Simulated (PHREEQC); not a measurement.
Synthetic water in mg/L, 25 °C, pH 7.15, pe 8.1:

```json
[
 {"constituent": "Na", "mg/L": "74.3"},
 {"constituent": "K", "mg/L": "98"},
 {"constituent": "Ca", "mg/L": "18.9"},
 {"constituent": "Mg", "mg/L": "65.3"},
 {"constituent": "Cl", "mg/L": "124"},
 {"constituent": "S(6) as SO4", "mg/L": "56.8"},
 {"constituent": "Alkalinity as HCO3", "mg/L": "450"},
 {"constituent": "Cu(2)", "mg/L": "2.29"},
 {"constituent": "O(0) (dissolved oxygen)", "mg/L": "0.237"}
]
```

Valence states are taken as typed.

Computed with PHREEQC (ion-association model, wateq4f.dat).

| quantity | before | after |
|---|---|---|
| Mg+2 (mol/kgw) | 0.00245 | 0.00468 |
| CO2 (mol/kgw) | 0.00100 | 0.00190 |
| SO4-2 (mol/kgw) | 0.000463 | 0.000848 |
| Ca+2 (mol/kgw) | 0.000431 | 0.000820 |
| SI of Magnesite (MgCO3) | -0.16 | +0.34 |
| SI of Brochantite (Cu4(OH)6SO4) | +0.21 | +0.64 |

Task: Which change was made?
A. all concentrations times 2 at the same typed pH
B. pH from 7.15 to 6.15 at the same alkalinity
C. temperature from 25 to 30 °C at the same typed pH

Result: A, all concentrations times 2 at the same typed pH

This is a speciation only: nothing precipitates in the calculation. Some of these states are supersaturated (in Malachite, Brochantite, for instance). The database's constant for dissolved Cu(OH)2 is higher than later reviews accept.
